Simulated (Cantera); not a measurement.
Input: 1 mol SiHCl₃, a varied amount of H₂, at 0.400 bar.

Points: T (K) = 973, 1073, 1173, 1273, 1373, 1473, 1573, 1673, 1773; n(H2) (mol) = 13, 49, 84, 120, 160, 190, 230, 260.

Cantera's Mixture.equilibrate('TP', solver="vcs", rtol=1e-11, max_steps=5000) on the NASA tables stopped like this:

```
ERROR: FAILURE its = 5001!

*******************************************************************************
CanteraError thrown by MultiPhase::equilibrate:
VCS solver failed. Return code: -1
*******************************************************************************
```

Problem. What got this run through?

Solution. One answer among several that fit: The failure is numerical, not chemical. The same input converged with solver="gibbs", rtol=1e-10, max_steps=50000, and the result passed a check of the equilibrium conditions:
```
    973         13  Si(cr)
    973         49  Si(cr)
    973         84  Si(cr)
    973        120  Si(cr)
    973        160  Si(cr)
    973        190  Si(cr)
    973        230  Si(cr)
    973        260  Si(cr)
   1073         13  Si(cr)
   1073         49  Si(cr)
   1073         84  Si(cr)
   1073        120  Si(cr)
   1073        160  Si(cr)
   1073        190  Si(cr)
   1073        230  Si(cr)
   1073        260  Si(cr)
   1173         13  Si(cr)
   1173         49  Si(cr)
   1173         84  Si(cr)
   1173        120  Si(cr)
   1173        160  Si(cr)
   1173        190  Si(cr)
   1173        230  Si(cr)
   1173        260  Si(cr)
   1273         13  Si(cr)
   1273         49  Si(cr)
   1273         84  Si(cr)
   1273        120  Si(cr)
   1273        160  Si(cr)
   1273        190  Si(cr)
   1273        230  Si(cr)
   1273        260  Si(cr)
   1373         13  Si(cr)
   1373         49  Si(cr)
   1373         84  Si(cr)
   1373        120  Si(cr)
   1373        160  Si(cr)
   1373        190  Si(cr)
   1373        230  Si(cr)
   1373        260  Si(cr)
   1473         13  Si(cr)
   1473         49  Si(cr)
   1473         84  Si(cr)
   1473        120  Si(cr)
   1473        160  Si(cr)
   1473        190  Si(cr)
   1473        230  Si(cr)
   1473        260  Si(cr)
   1573         13  Si(cr)
   1573         49  Si(cr)
   1573         84  Si(cr)
   1573        120  Si(cr)
   1573        160  Si(cr)
   1573        190  Si(cr)
   1573        230  Si(cr)
   1573        260  Si(cr)
   1673         13  Si(cr)
   1673         49  Si(cr)
   1673         84  Si(cr)
   1673        120  Si(cr)
   1673        160  Si(cr)
   1673        190  Si(cr)
   1673        230  Si(cr)
   1673        260  Si(cr)
   1773         13  Si(L)
   1773         49  Si(L)
   1773         84  Si(L)
   1773        120  Si(L)
   1773        160  Si(L)
   1773        190  Si(L)
   1773        230  Si(L)
   1773        260  Si(L)
```

The gas is ideal and each condensed phase is pure. The tables' values for SiCl3 are old estimates.
